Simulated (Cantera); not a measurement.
An isothermal, constant-pressure homogeneous reactor starts with 82.0 % NH3, 18.0 % H2, at 1823 K and 1900 Pa.

Cantera simulation using the gas-phase N/H chemistry of the illustrative SiF4/NH3 mechanism in the Surface Chemkin manual (1991); the numbers are that mechanism's predictions, not measurements. Walls and surfaces, which speed up NH3 decomposition in real reactors, are not modelled.

Problem. Predict: x(NH3) at 2.00 s; x(H2) at 2.00 s; x(H) at 2.00 s; x(N2H2) at 2.00 s; x(NH) at 2.00 s; x(N2) at 2.00 s; x(NH2) at 2.00 s.

Solution. 
```
Quantity                                              Value
-----------------  ----------------------------------------
x(NH3) at 2.00 s      0.549 (gas-phase equilibrium 1.69e-7)
x(H2) at 2.00 s         0.376 (gas-phase equilibrium 0.772)
x(H) at 2.00 s     0.000118 (gas-phase equilibrium 0.00278)
x(N2H2) at 2.00 s    3.06e-6 (gas-phase equilibrium <1e-12)
x(NH) at 2.00 s    5.95e-6 (gas-phase equilibrium 2.71e-10)
x(N2) at 2.00 s        0.0742 (gas-phase equilibrium 0.225)
x(NH2) at 2.00 s   0.000463 (gas-phase equilibrium 1.65e-9)
```
